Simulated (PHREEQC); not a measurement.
Make-up at 25 °C: 0.0056 mol CaSO4, 3.5e-05 mol NaF and 3.6e-07 mol H4SiO4 per kg of water. Closed to the air; pH follows from the charge balance.

Computed with PHREEQC (ion-association model, phreeqc.dat).

```tsv
quantity	before	after
pH	7.04	7.01
ionic strength (mol/kgw)	0.0175	0.00406
Ca+2 (mol/kgw)	0.00437	0.00101
SO4-2 (mol/kgw)	0.00437	0.00101
CaSO4 (mol/kgw)	0.00123	0.000106
NaSO4- (mol/kgw)	4.52e-7	2.70e-8
SI of Gypsum (CaSO4:2H2O)	-0.58	-1.64
SI of Fluorite (CaF2)	-1.01	-2.88
```

Problem. What was changed between the two runs?
A) NaF from 3.5e-05 to 5.25e-05 mol/kgw
B) diluted 10-fold with water
C) diluted 5-fold with water
D) H4SiO4 from 3.6e-07 to 1.8e-07 mol/kgw
E) H4SiO4 replaced by (NH4)2SiF6 at the same molality

Solution. C, diluted 5-fold with water

Precipitation was switched off in this run. SiF6-2 is the database's only silicon fluoride.
